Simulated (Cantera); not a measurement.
# Equilibrium for tantalum, niobium, vanadium and zirconium in process gases: V + N₂ + H₂

Feed: 1 mol V, 4.9 mol N₂, a varied amount of H₂, held at 0.00130 bar.

Method: chemical equilibrium by Gibbs-energy minimisation in Cantera with the NASA 1993 tables (ideal gas, pure condensed phases). Candidate condensed phases: V, VN; 11 gas species. VN: taken at fixed stoichiometry. Condensed phases not in the tables: V₂N, N, O or C dissolved in the metal. Kinetics and transport are ignored.

Stable condensed phases:

```
T in °C \ n(H₂) in mol
          16  22  31  44  62  86 120 170 240 330 470
   2152    A   A   A   A   A   A   A   A   A   A   A
   2077    A   A   A   A   A   A   A   A   A   A   A
   2002    A   A   A   A   A   A   A   A   A   A   A
   1927    B   B   A   A   A   A   A   A   A   A   A
   1852    B   B   B   B   B   A   A   A   A   A   A
   1777    B   B   B   B   B   B   B   B   B   A   A
   1702    B   B   B   B   B   B   B   B   B   B   B
   1627    B   B   B   B   B   B   B   B   B   B   B
   1552    C   C   B   B   B   B   B   B   B   B   B
   1477    C   C   C   C   C   C   B   B   B   B   B
   1402    C   C   C   C   C   C   C   C   C   C   B
   1327    C   C   C   C   C   C   C   C   C   C   C
   1252    C   C   C   C   C   C   C   C   C   C   C
```

A: gas only; B: V; C: VN.
